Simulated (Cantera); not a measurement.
What does this Cantera script print?

```python
import numpy as np
import cantera as ct

gas_names = """
    CL CL2 H HCL H2 Si SiCL SiCL2 SiCL3 SiCL4 SiH SiHCL3 SiH2 SiH2CL2 SiH3 SiH3CL SiH4 Si2 Si3
""".split()
cond_names = """
    Si(cr) Si(L)
""".split()


# ... load() reads the species with a 1 bar reference pressure and builds the phases ...
atoms = {
    'SiHCl3': {'Si': 1, 'H': 1, 'CL': 3},
    'H2': {'H': 2},
}
top_T = {}  # K; cautious upper limits of use, not melting points


# ... equilibrate(T, P, feed) seeds the gas with the atoms and calls Mixture.equilibrate('TP', solver="vcs", rtol=1e-11, max_steps=5000) ...
results = []
feed = {'SiHCl3': 1, 'H2': 10}  # mol
P = 12000  # Pa
for T in [1548, 1648, 1748, 1848, 1948, 2048, 2148, 2248, 2348, 2448, 2548]:
    mix = equilibrate(T, P, feed)
    results.append((T, P, feed, dict(zip(mix.species_names, mix.species_moles))))

top = {s: max(r[3][s] / sum(r[3][g] for g in gas_names) for r in results) for s in gas_names}
cols = sorted((s for s in top if top[s] > 0.0001), key=lambda s: -top[s])[:7]
seen = [c for c in cond_names if any(r[3].get(c, 0) > 1e-12 for r in results)]
print("log10 of partial pressures in bar; condensed amounts in mol")
print(f"{'T/K':>10s}" + "".join(f"{s[:9]:>10s}" for s in cols + seen))
for T, P, feed, n in results:
    ng = sum(n[g] for g in gas_names)
    print(f"{T:10.4g}" + "".join(f"{np.log10(max(n[s] / ng * P / 1e5, 1e-99)):10.3f}" for s in cols)
          + "".join(f"{n.get(c, 0):10.4g}" for c in seen))
```

Output:

```
log10 of partial pressures in bar; condensed amounts in mol
       T/K        H2       HCL         H     SiCL2        Si        CL      SiCL    Si(cr)     Si(L)
      1548    -1.007    -1.851    -5.015    -2.172    -7.498    -5.956    -6.154    0.2484         0
      1648    -1.008    -1.848    -4.555    -2.138    -6.589    -5.500    -5.569    0.2302         0
      1748    -1.010    -1.835    -4.146    -2.136    -5.837    -5.083    -5.091         0    0.2437
      1848    -1.012    -1.813    -3.782    -2.152    -5.203    -4.702    -4.692         0    0.2759
      1948    -1.015    -1.795    -3.454    -2.170    -4.634    -4.360    -4.337         0    0.3036
      2048    -1.018    -1.781    -3.159    -2.189    -4.122    -4.053    -4.019         0    0.3233
      2148    -1.023    -1.771    -2.891    -2.211    -3.658    -3.775    -3.733         0    0.3274
      2248    -1.029    -1.766    -2.649    -2.237    -3.236    -3.525    -3.476         0    0.2999
      2348    -1.041    -1.767    -2.429    -2.269    -2.850    -3.300    -3.245         0    0.2075
      2448    -1.059    -1.775    -2.231    -2.315    -2.506    -3.096    -3.047         0         0
      2548    -1.083    -1.741    -2.051    -2.458    -2.380    -2.862    -3.010         0         0
```

These are equilibrium values from Cantera (NASA tables, ideal gas, pure condensed phases), not measurements of a reactor. The tables' values for SiCl, SiCl3 are old estimates; treat these amounts as uncertain. Gases not in the tables: Si2H6 and higher silanes.
